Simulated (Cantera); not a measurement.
Gas mixture: 100 % NO, at 0.00217 atm, frozen composition.

Cantera's kinetic-theory transport with the Lennard-Jones parameters of GRI-Mech 3.0, ideal gas; thermal conductivity in the mixture-averaged form. The composition is frozen, though it would react at the higher temperatures.

D: mixture-averaged diffusion coefficient of that species in the mixture.

```json
[
 {"T (K)": "400", "ρ (kg/m³)": "0.00198", "cp (J/kg/K)": "998.6", "μ (µPa s)": "23.1", "λ (mW/m/K)": "32.4", "Pr": "0.712", "D (cm²/s) O": "…", "D (cm²/s) OH": "238", "D (cm²/s) CO2": "120"},
 {"T (K)": "500", "ρ (kg/m³)": "0.00159", "cp (J/kg/K)": "1016", "μ (µPa s)": "27.0", "λ (mW/m/K)": "38.8", "Pr": "0.708", "D (cm²/s) O": "…", "D (cm²/s) OH": "348", "D (cm²/s) CO2": "179"},
 {"T (K)": "600", "ρ (kg/m³)": "0.00132", "cp (J/kg/K)": "1041", "μ (µPa s)": "30.6", "λ (mW/m/K)": "45.1", "Pr": "0.706", "D (cm²/s) O": "…", "D (cm²/s) OH": "474", "D (cm²/s) CO2": "245"},
 {"T (K)": "700", "ρ (kg/m³)": "0.00113", "cp (J/kg/K)": "1067", "μ (µPa s)": "34.0", "λ (mW/m/K)": "51.3", "Pr": "0.707", "D (cm²/s) O": "…", "D (cm²/s) OH": "614", "D (cm²/s) CO2": "320"},
 {"T (K)": "800", "ρ (kg/m³)": "0.000992", "cp (J/kg/K)": "1092", "μ (µPa s)": "37.1", "λ (mW/m/K)": "57.3", "Pr": "0.708", "D (cm²/s) O": "…", "D (cm²/s) OH": "768", "D (cm²/s) CO2": "402"},
 {"T (K)": "900", "ρ (kg/m³)": "0.000882", "cp (J/kg/K)": "1114", "μ (µPa s)": "40.1", "λ (mW/m/K)": "63.0", "Pr": "0.708", "D (cm²/s) O": "…", "D (cm²/s) OH": "934", "D (cm²/s) CO2": "491"},
 {"T (K)": "1000", "ρ (kg/m³)": "0.000794", "cp (J/kg/K)": "1133", "μ (µPa s)": "42.9", "λ (mW/m/K)": "68.6", "Pr": "0.709", "D (cm²/s) O": "…", "D (cm²/s) OH": "1110", "D (cm²/s) CO2": "587"},
 {"T (K)": "1100", "ρ (kg/m³)": "0.000722", "cp (J/kg/K)": "1147", "μ (µPa s)": "45.7", "λ (mW/m/K)": "74.1", "Pr": "0.707", "D (cm²/s) O": "…", "D (cm²/s) OH": "1300", "D (cm²/s) CO2": "689"},
 {"T (K)": "1200", "ρ (kg/m³)": "0.000662", "cp (J/kg/K)": "1159", "μ (µPa s)": "48.4", "λ (mW/m/K)": "79.3", "Pr": "0.707", "D (cm²/s) O": "…", "D (cm²/s) OH": "1510", "D (cm²/s) CO2": "798"}
]
```

Problem. Complete the blanks.

Solution. 
- 400, D (cm²/s) O: 243
- 500, D (cm²/s) O: 355
- 600, D (cm²/s) O: 483
- 700, D (cm²/s) O: 626
- 800, D (cm²/s) O: 783
- 900, D (cm²/s) O: 953
- 1000, D (cm²/s) O: 1140
- 1100, D (cm²/s) O: 1330
- 1200, D (cm²/s) O: 1540
